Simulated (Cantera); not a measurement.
Low-pressure radical oxidation in H2/O2

An isothermal, constant-pressure homogeneous reactor starts with H₂ : O₂ : N₂ = 0.023 : 1 : 0.63 (molar parts), at 925 K and 950 Pa.

Cantera simulation using the H2/O2 subset of GRI-Mech 3.0, which has no nitrogen chemistry; the numbers are that mechanism's predictions, not measurements. Radical loss at walls, strong at low pressure, is not modelled. Below about 950 K walls govern HO2 and H2O2 in real vessels.

```
t (s)         x H₂   x O₂     x HO₂       x H   x H₂O₂
--------  --------  -----  --------  --------  -------
0.000200    0.0139  0.605  1.27e-12  1.07e-12   <1e-12
0.000570    0.0139  0.605  3.64e-12  2.55e-12   <1e-12
0.00162     0.0139  0.605  1.05e-11  6.82e-12   <1e-12
0.00462     0.0139  0.605  3.21e-11  4.08e-11   <1e-12
0.0132      0.0139  0.605  4.01e-10   3.75e-9   <1e-12
0.0375      0.0109  0.603   2.80e-6  0.000816  4.65e-8
0.107     0.000133  0.600   2.09e-6  0.000510  2.33e-8
0.304      1.87e-5  0.602   9.70e-7   3.58e-5  1.53e-8
0.866      2.60e-6  0.602   3.52e-7   2.00e-6  1.13e-8
2.47       3.27e-7  0.602   9.66e-8   1.06e-7  6.58e-9
7.02       4.28e-8  0.602   2.26e-8   6.85e-9  2.98e-9
20.0       6.82e-9  0.602   5.39e-9  6.16e-10  1.17e-9
```
x: mole fraction; the columns are a selection and need not sum to one.

Equilibrium at this temperature and pressure: H₂ 1.46e-12, O₂ 0.602, HO₂ 6.56e-11, H <1e-12, H₂O₂ 1.06e-12 (gas phase only).
